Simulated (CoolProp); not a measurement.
Vapour-liquid equilibrium of R134a (1) + R123 (2) at 253.4 K; x and y are mole fractions of (1).

Computed with CoolProp (multi-fluid Helmholtz-energy mixture model, Tillner-Roth 1994 and Younglove 1994; pair parameters Bell 2016).

```csv
x,"bubble pressure, mixture model (kPa)","bubble pressure, Raoult's law (kPa)","y, mixture model","y, Raoult's law"
0.05,21.00,18.26,0.446,0.367
0.2,45.62,36.57,0.779,0.734
0.35,66.59,54.87,0.872,0.856
0.5,84.07,73.17,0.916,0.917
0.65,99.13,91.47,0.944,0.953
0.8,113.4,109.8,0.967,0.978
0.95,128.6,128.1,0.991,0.995
```

The largest gap from Raoult's law is +24.7 % in bubble pressure, at x = 0.2. No azeotrope shows between x = 0.05 and 0.95.

The pair parameters rest on a limited set of measurements; away from them the model extrapolates.
